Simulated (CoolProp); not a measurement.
Vapour-liquid equilibrium of toluene (1) + o-xylene (2) at 338.8 K; x and y are mole fractions of (1).

Model: multi-fluid Helmholtz-energy mixture model, Lemmon 2006 and Zhou 2012; pair parameters Bell 2016, in CoolProp.

| x | bubble pressure, mixture model (bar) | bubble pressure, Raoult's law (bar) | y, mixture model | y, Raoult's law |
|---|---|---|---|---|
| 0.05 | 0.07776 | 0.07810 | 0.144 | 0.148 |
| 0.15 | 0.09372 | 0.09419 | 0.365 | 0.368 |
| 0.25 | 0.1102 | 0.1103 | 0.523 | 0.524 |
| 0.35 | 0.1268 | 0.1264 | 0.641 | 0.640 |
| 0.45 | 0.1433 | 0.1425 | 0.731 | 0.730 |
| 0.55 | 0.1597 | 0.1585 | 0.802 | 0.801 |
| 0.65 | 0.1758 | 0.1746 | 0.859 | 0.860 |
| 0.75 | 0.1917 | 0.1907 | 0.907 | 0.908 |
| 0.85 | 0.2074 | 0.2068 | 0.948 | 0.949 |
| 0.95 | 0.2231 | 0.2229 | 0.983 | 0.984 |

The largest gap from Raoult's law is +0.8 % in bubble pressure, at x = 0.55. No azeotrope shows between x = 0.05 and 0.95.

Pair parameters are fitted to limited data, so mixtures are less certain than the pure fluids. The gap from Raoult's law changes sign with composition, which may be real or a fault of the pair parameters; it wasn't checked against measurements.
